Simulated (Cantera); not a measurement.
Charge: 1 mol SiF₄, 18 mol O₂, 0.5 mol H₂, held at 1050 K and 3000 Pa.

Method: chemical equilibrium by Gibbs-energy minimisation in Cantera with the NASA 1993 tables (ideal gas, pure condensed phases). Candidate condensed phases: H₂O, Si, SiO₂; 38 gas species. Equilibrium is a limit: real reactors are often held back by kinetics, nucleation or transport.

Base state: O₂ 0.912, HF 0.0457, SiF₄ 0.0399, H₂O 0.00284 (mole fractions); condensed: SiO₂(β-quartz).

Problem. What changes in the equilibrium state with this change: SiF₄ replaced by Si₂H₆?

Solution. 
```
species               before  after
-------------------  -------  -----
O₂                     0.912  0.803
H₂O                  0.00284  0.197
HF                    0.0457      0
SiF₄                  0.0399      0
SiO₂(β-quartz), mol    0.222   2.00
```
The feed counts by its element totals alone.
